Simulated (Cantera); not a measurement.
Feed: 1 mol MgO, 1.5 mol HCl, 0.23 mol N₂, equilibrated at 0.390 bar.

These are equilibrium values from Cantera (NASA tables, ideal gas, pure condensed phases), not measurements of a reactor. Candidate condensed phases: H₂O, Mg, MgCl₂, MgO, Mg(OH)₂, NH₄Cl; 38 gas species. Mutual solubility and eutectic melting of coexisting phases are not modelled. Kinetics and transport are ignored.

x: gas mole fraction; n: condensed amount in mol.

```csv
T (K),x HCl,x N₂,x MgCl₂,x H₂O,n MgCl₂(l),n MgO(s)
1025,0.840,0.136,0.000857,0.0235,___,0.960
1050,0.842,0.136,0.00146,0.0207,___,0.965
1075,0.844,0.135,0.00243,0.0184,___,0.969
1100,0.845,0.135,0.00393,0.0164,___,0.972
1125,0.845,0.134,0.00622,0.0147,___,0.975
1150,0.844,0.133,0.00964,0.0132,___,0.977
1175,0.841,0.133,0.0132,0.0132,0,0.977
1200,0.836,0.133,0.0153,0.0153,0,0.974
1225,0.832,0.133,0.0176,0.0176,0,0.970
1250,0.827,0.133,0.0201,0.0201,0,0.965
1275,0.821,0.133,0.0228,0.0228,0,0.961
1300,0.815,0.133,0.0257,0.0257,0,0.955
1325,0.809,0.133,0.0289,0.0289,0,0.950
```

### Question
Complete the blanks.

### Answer

- 1025, n MgCl₂(l): 0.0383
- 1050, n MgCl₂(l): 0.0327
- 1075, n MgCl₂(l): 0.0272
- 1100, n MgCl₂(l): 0.0213
- 1125, n MgCl₂(l): 0.0146
- 1150, n MgCl₂(l): 0.00617
